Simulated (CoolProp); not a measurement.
Vapour-liquid equilibrium of methane (1) + ethane (2) at 157.7 K; x and y are mole fractions of (1).

The numbers come from the multi-fluid Helmholtz-energy mixture model, Setzmann 1991 and Bücker 2006; pair parameters Kunz 2012 in CoolProp.

```csv
x,"bubble pressure, mixture model (MPa)","bubble pressure, Raoult's law (MPa)","y, mixture model","y, Raoult's law"
0.05,0.1026,0.08959,0.827,0.809
0.2,0.3395,0.3044,0.951,0.953
0.35,0.5541,0.5192,0.972,0.977
0.5,0.7524,0.7340,0.982,0.988
0.65,(withheld),0.9488,0.988,0.993
0.8,1.137,1.164,0.993,0.997
0.95,(withheld),1.378,(withheld),0.999
```

What belongs in the gaps?


- 0.65, bubble pressure, mixture model (MPa): 0.9425
- 0.95, bubble pressure, mixture model (MPa): 1.360
- 0.95, y, mixture model: 0.998

The largest gap from Raoult's law is +14.5 % in bubble pressure, at x = 0.05. No azeotrope shows between x = 0.05 and 0.95.

The pair parameters rest on a limited set of measurements; away from them the model extrapolates. The gap from Raoult's law changes sign with composition, which may be real or a fault of the pair parameters; it wasn't checked against measurements.
